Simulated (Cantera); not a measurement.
Charge: 1 mol trisilylamine, 0.13 mol NH₃, equilibrated at 1450 K and 1.33 mbar.

Equilibrium computed with Cantera from the NASA thermochemical tables; the gas is ideal and each condensed phase is pure. Candidate condensed phases: Si, Si₃N₄; 18 gas species. The feed counts by its element totals alone. Mutual solubility and eutectic melting of coexisting phases are not modelled. Equilibrium is a limit: real reactors are often held back by kinetics, nucleation or transport.

Base state: H₂ 0.987, N₂ 0.0128, H 0.000257 (mole fractions); condensed: Si(s) + Si₃N₄(s).

Question: What changes in the equilibrium state with this change: trisilylamine replaced by SiH₂Cl₂?

Answer: 
```
species        before     after
-------------  ------  --------
H₂              0.987     0.435
SiCl₂               0     0.323
HCl                 0     0.213
SiCl₃               0    0.0132
N₂             0.0128    0.0128
SiCl₄               0   0.00199
SiHCl₃              0  0.000349
Cl                  0   6.82e-5
Si(s), mol       2.24     0.199
Si₃N₄(s), mol   0.252    0.0184
```
The tables' values for SiCl₃, SiCl are old estimates; treat these amounts as uncertain. Further candidate phases: NH₄Cl.

Question: What changes in the equilibrium state with this change: 0.34 mol CO₂ added?

Answer: 
```csv
species,before,after
H₂,0.987,0.976
SiO,0,0.0235
CO,0,0.000527
N₂,0.0128,0.000101
H,0.000257,0.000256
"Si(s), mol",2.24,1.42
"Si₃N₄(s), mol",0.252,0
"SiC(s), mol",0,0.337
"Si₂N₂O(s), mol",0,0.565
```
Further candidate phases: C, C₆H₆, C₇H₈, C₈H₁₈, H₂O, SiC, SiO₂, Si₂N₂O.

Question: What changes in the equilibrium state with this change: pressure from 1.33 mbar to 13.3 mbar?

Answer: 
```
species          before    after
-------------  --------  -------
H₂                0.987    0.999
N₂               0.0128  0.00128
H              0.000257  8.19e-5
Si(s), mol         2.24     2.16
Si₃N₄(s), mol     0.252    0.279
```
